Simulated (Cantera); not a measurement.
Abatement and gas-phase synthesis: H₂S + O₂ + N₂

Charge: 1 mol H₂S, 2.7 mol O₂, 10 mol N₂, equilibrated at 101000 Pa.

Method: chemical equilibrium by Gibbs-energy minimisation in Cantera with the NASA 1993 tables (ideal gas, pure condensed phases). Candidate condensed phases: H₂O, H₂SO₄, S; 60 gas species. Ions and electrons are included (thermal ionisation). The numbers say what is thermodynamically allowed, not how fast it happens.

```json
[
 {"T (°C)": "1727", "x N₂": "0.755", "x O": "0.000197", "x H": "1.37e-5", "x O₂": "0.0880", "x SO₂": "0.0756", "x H₂O": "0.0749", "x S": "6.26e-9", "x NO": "0.00485", "x SO": "3.76e-5", "x OH": "0.00142", "x N": "7.79e-10"},
 {"T (°C)": "2227", "x N₂": "0.746", "x O": "0.00409", "x H": "0.000944", "x O₂": "0.0806", "x SO₂": "0.0738", "x H₂O": "0.0687", "x S": "7.05e-6", "x NO": "0.0139", "x SO": "0.00144", "x OH": "0.00940", "x N": "2.51e-7"},
 {"T (°C)": "2727", "x N₂": "0.712", "x O": "0.0293", "x H": "0.0137", "x O₂": "0.0677", "x SO₂": "0.0579", "x H₂O": "0.0446", "x S": "0.000688", "x NO": "0.0258", "x SO": "0.0138", "x OH": "0.0266", "x N": "1.17e-5"},
 {"T (°C)": "3227", "x N₂": "0.637", "x O": "0.107", "x H": "0.0578", "x O₂": "0.0474", "x SO₂": "0.0210", "x H₂O": "0.0112", "x S": "0.00991", "x NO": "0.0343", "x SO": "0.0337", "x OH": "0.0307", "x N": "0.000176"},
 {"T (°C)": "3727", "x N₂": "0.571", "x O": "0.206", "x H": "0.0942", "x O₂": "0.0195", "x SO₂": "0.00237", "x H₂O": "0.000887", "x S": "0.0334", "x NO": "0.0306", "x SO": "0.0219", "x OH": "0.0138", "x N": "0.00133"},
 {"T (°C)": "4227", "x N₂": "0.543", "x O": "0.258", "x H": "0.105", "x O₂": "0.00544", "x SO₂": "0.000136", "x H₂O": "5.32e-5", "x S": "0.0484", "x NO": "0.0213", "x SO": "0.00657", "x OH": "0.00419", "x N": "0.00659"},
 {"T (°C)": "4727", "x N₂": "0.525", "x O": "0.273", "x H": "0.107", "x O₂": "0.00154", "x SO₂": "8.70e-6", "x H₂O": "4.30e-6", "x S": "0.0522", "x NO": "0.0141", "x SO": "0.00178", "x OH": "0.00133", "x N": "0.0239"}
]
```
x: gas mole fraction; nothing condenses.

From 1727 °C to 4727 °C nothing is condensed.
